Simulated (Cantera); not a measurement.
Feed: 1 mol Si3N4, 0.56 mol H2O, 37 mol H2, held at 1 atm.

Equilibrium computed with Cantera from the NASA thermochemical tables; the gas is ideal and each condensed phase is pure. Candidate condensed phases: H2O, Si, SiO2, Si2N2O, Si3N4; 35 gas species. Mutual solubility and eutectic melting of coexisting phases are not modelled. Gases not in the tables: Si2H6 and higher silanes. Kinetics and transport are ignored.

Task: At 1702 °C, list the 6 most abundant gas species with their mole fractions, and the condensed phases.

Result: H2 0.942, N2 0.0462, SiO 0.0100, H 0.00132, SiH2 8.66e-5, Si 3.19e-5. Condensed: Si(l) + Si2N2O(s).
